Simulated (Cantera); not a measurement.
A perfectly stirred reactor is fed with 3.69 % CH4, 5.17 % CO, 19.2 % O2, 72.0 % N2, at 0.670 bar; it is adiabatic with a 323 K inlet, and is followed from long to short residence time, starting on the burning branch (τ in s: 0.04, 0.018, 0.0083, 0.0038, 0.0017, 0.00079, 0.00036, 0.00016, 7.5e-05, 3.4e-05, 1.6e-05).

Computed with Cantera and GRI-Mech 3.0 (53 species, 325 reactions).

x: mole fraction; the columns are a selection and need not sum to one.

```
τ (s)    T (K)     x CH4     x CO    x O2   x C2H4   x CH2     x NO
-------  -----  --------  -------  ------  -------  ------  -------
0.040     1601   2.21e-5  0.00150  0.0946  1.41e-9     [?]  5.69e-6
0.018     1588   3.66e-5  0.00254  0.0949  2.15e-9     [?]  4.70e-6
0.0083    1568   6.10e-5  0.00422  0.0955  3.33e-9     [?]  4.10e-6
0.0038    1536  0.000107  0.00707  0.0967  5.85e-9     [?]  3.74e-6
0.0017    1482  0.000214   0.0124  0.0992  1.39e-8     [?]  3.13e-6
0.00079   1382  0.000598   0.0237   0.106  6.88e-8     [?]  1.56e-6
0.00036    323    0.0369   0.0517   0.192   <1e-12  <1e-12   <1e-12
0.00016    323    0.0369   0.0517   0.192   <1e-12  <1e-12   <1e-12
7.5e-5     323    0.0369   0.0517   0.192   <1e-12  <1e-12   <1e-12
3.4e-5     323    0.0369   0.0517   0.192   <1e-12  <1e-12   <1e-12
1.6e-5     323    0.0369   0.0517   0.192   <1e-12  <1e-12   <1e-12
```

Fill in the missing entries.


- 0.040, x CH2: 4.98e-8
- 0.018, x CH2: 8.91e-8
- 0.0083, x CH2: 1.51e-7
- 0.0038, x CH2: 2.46e-7
- 0.0017, x CH2: 3.97e-7
- 0.00079, x CH2: 6.74e-7
